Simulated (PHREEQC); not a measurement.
0.052 g of hydrous ferric oxide (600 m²/g; 0.2 weak and 0.005 strong sites per Fe, Dzombak-Morel constants, diffuse double layer) in 1 kg of water with 0.05 mol/kgw of an inert sodium salt, at 25 °C; the pH is set by adding NaOH or the inert anion's acid. Oxygen alone is held at its pressure in air (log pO2 = -0.68). CO2 from the air is kept out. Nothing may precipitate in this run.

All values are PHREEQC results (ion-association model, wateq4f.dat), not measurements.

Task: Predict surface charge σ (C/m²), surface potential ψ (mV) at pH = 3, 4.5, 7, 8.5.

Result: 
| pH | surface charge σ (C/m²) | surface potential ψ (mV) |
|---|---|---|
| 3 | 0.357 | 169 |
| 4.5 | 0.238 | 149 |
| 7 | 0.034 | 56 |
| 8.5 | -0.010 | -20 |

Species that the database lacks are ignored. The oxide is taken as insoluble; below pH 4 it would dissolve.
